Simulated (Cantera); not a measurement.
A perfectly stirred reactor is fed with 2.15 % H₂, 97.8 % O₂, equivalence ratio 0.011, at 0.0190 bar; it is held at 1175 K, and followed from long to short residence time.

Computed with Cantera and the H2/O2 subset of GRI-Mech 3.0, which has no nitrogen chemistry. Radical loss at walls, strong at low pressure, is not modelled.

Predict: x(H₂) at τ = 26.0 s; x(O₂) at τ = 26.0 s; x(O) at τ = 26.0 s; x(OH) at τ = 26.0 s; x(H) at τ = 26.0 s; x(H₂) at τ = 0.500 s; x(O₂) at τ = 0.500 s; x(O) at τ = 0.500 s; x(OH) at τ = 0.500 s; x(H) at τ = 0.500 s.


* **x(H₂) at τ = 26.0 s**: 1.15e-5
* **x(O₂) at τ = 26.0 s**: 0.978
* **x(O) at τ = 26.0 s**: 0.000199
* **x(OH) at τ = 26.0 s**: 0.000170
* **x(H) at τ = 26.0 s**: 2.55e-6
* **x(H₂) at τ = 0.500 s**: 0.000116
* **x(O₂) at τ = 0.500 s**: 0.975
* **x(O) at τ = 0.500 s**: 0.00246
* **x(OH) at τ = 0.500 s**: 0.000624
* **x(H) at τ = 0.500 s**: 0.000117
